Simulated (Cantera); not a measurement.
**Diamond growth**

A diamond (100) surface in a fixed gas of H2 with x(CH4) = 0.012, x(H) = 0.025, x(CH3) = 1.1e-05, at 1123 K; coverages are run to steady state.

Computed with Cantera and the Harris–Goodwin 1993 mechanism for the reconstructed diamond (100) surface.

```json
[
 {"P (Pa)": "300", "growth (µm/h)": "0.0104", "θ c6HH": "0.493", "θ c6H*": "0.0303", "θ c6*H": "0.455", "θ c6**": "0.0211", "θ c6HM": "5.00e-5"},
 {"P (Pa)": "550", "growth (µm/h)": "0.0263", "θ c6HH": "0.493", "θ c6H*": "0.0303", "θ c6*H": "0.455", "θ c6**": "0.0211", "θ c6HM": "7.17e-5"},
 {"P (Pa)": "1000", "growth (µm/h)": "0.0611", "θ c6HH": "0.493", "θ c6H*": "0.0303", "θ c6*H": "0.455", "θ c6**": "0.0211", "θ c6HM": "9.36e-5"},
 {"P (Pa)": "1800", "growth (µm/h)": "0.130", "θ c6HH": "0.493", "θ c6H*": "0.0304", "θ c6*H": "0.455", "θ c6**": "0.0211", "θ c6HM": "0.000112"},
 {"P (Pa)": "3300", "growth (µm/h)": "0.268", "θ c6HH": "0.493", "θ c6H*": "0.0305", "θ c6*H": "0.455", "θ c6**": "0.0211", "θ c6HM": "0.000127"},
 {"P (Pa)": "6000", "growth (µm/h)": "0.521", "θ c6HH": "0.493", "θ c6H*": "0.0306", "θ c6*H": "0.455", "θ c6**": "0.0211", "θ c6HM": "0.000136"},
 {"P (Pa)": "11000", "growth (µm/h)": "0.996", "θ c6HH": "0.493", "θ c6H*": "0.0309", "θ c6*H": "0.455", "θ c6**": "0.0212", "θ c6HM": "0.000142"},
 {"P (Pa)": "20000", "growth (µm/h)": "1.86", "θ c6HH": "0.493", "θ c6H*": "0.0314", "θ c6*H": "0.454", "θ c6**": "0.0213", "θ c6HM": "0.000146"}
]
```
θ: site fractions in the mechanism's names (c6HH fully hydrogenated, c6H* and c6*H radical sites, c6** diradical, c6HM methylated).
